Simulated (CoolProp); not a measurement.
Saturation properties of nitrogen (Tc = -147.0 °C, pc = 3396 kPa, ω = 0.037).

The numbers come from the reference Helmholtz-energy equation of state, Span 2000 in CoolProp.

```json
[
 {"T (°C)": "-184.85", "p (kPa)": "310.7", "liquid density (kg/m³)": "753.7", "vapour Z": "0.9052"},
 {"T (°C)": "-180.95", "p (kPa)": "433.2", "liquid density (kg/m³)": "[?]", "vapour Z": "0.8806"},
 {"T (°C)": "-177.05", "p (kPa)": "587.6", "liquid density (kg/m³)": "[?]", "vapour Z": "0.8524"},
 {"T (°C)": "-173.15", "p (kPa)": "778.3", "liquid density (kg/m³)": "689.4", "vapour Z": "0.8204"},
 {"T (°C)": "-169.25", "p (kPa)": "1010", "liquid density (kg/m³)": "664.8", "vapour Z": "0.7842"},
 {"T (°C)": "-165.35", "p (kPa)": "1287", "liquid density (kg/m³)": "638.0", "vapour Z": "0.7432"},
 {"T (°C)": "-161.35", "p (kPa)": "1625", "liquid density (kg/m³)": "607.0", "vapour Z": "0.6948"},
 {"T (°C)": "-157.45", "p (kPa)": "2011", "liquid density (kg/m³)": "[?]", "vapour Z": "0.6394"},
 {"T (°C)": "-153.55", "p (kPa)": "[?]", "liquid density (kg/m³)": "528.6", "vapour Z": "0.5715"}
]
```

Task: What belongs in the gaps?

Result: 
- -180.95, liquid density (kg/m³): 733.5
- -177.05, liquid density (kg/m³): 712.1
- -157.45, liquid density (kg/m³): 571.9
- -153.55, p (kPa): 2461

It boils at -195.8 °C under 1 atm.
